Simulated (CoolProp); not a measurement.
The fluid at 257.75 K and 0.99 MPa is throttled through a valve to 0.243 MPa with no heat exchange. The same conditions are run with several fluids, on thermodynamics alone (safety and materials aside).

Computed with CoolProp (reference Helmholtz-energy equation of state of each fluid (C2F6 (R116): Lemmon 2006; carbon dioxide: Span 1996; oxygen: Schmidt 1985; nitrogen: Span 2000; carbon monoxide: Lemmon 2006)).

| fluid | temperature change (K) | final density (kg/m³) |
|---|---|---|
| C2F6 (R116) | -11.8 | ? |
| carbon dioxide | ? | ? |
| oxygen | -2.6 | 3.68 |
| nitrogen | -2.2 | 3.21 |
| carbon monoxide | -2.5 | 3.21 |

Problem. Fill in the missing entries.

Solution. 
- C2F6 (R116), final density (kg/m³): 17.3
- carbon dioxide, temperature change (K): -12.9
- carbon dioxide, final density (kg/m³): 5.38
